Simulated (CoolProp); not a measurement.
Model: reference Helmholtz-energy equation of state, Lemmon 2006, in CoolProp. It is a short technical equation, of lower accuracy than the large ones.

**Question.** Give the vapour pressure (MPa), surface tension (mN/m), liquid conductivity (mW/(m K)) of saturated toluene at 254.35 °C.

**Answer.** 
| T (°C) | p (MPa) | surface tension (mN/m) | liquid conductivity (mW/(m K)) |
|---|---|---|---|
| 254.35 | 1.78 | 3.92 | 79.7 |

Thermal conductivity comes from a separate model (Assael 2012). Surface tension comes from a separate correlation (Mulero 2012).
